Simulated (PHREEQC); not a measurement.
Consider water at 20 °C with 0.16 mol H3PO4 and 0.56 mol NaCl per kg of water. Closed to the air; pH follows from the charge balance.

Model: ion-association model, phreeqc.dat, run in PHREEQC.

The ionic strength comes out as 0.603 mol/kgw. What activity coefficients do H+, Na+, H2PO4-, Cl- get?

H+ 0.76, Na+ 0.72, H2PO4- 0.68, Cl- 0.64.

Precipitation was switched off in this run. Complexes and solids missing from the database can't appear.
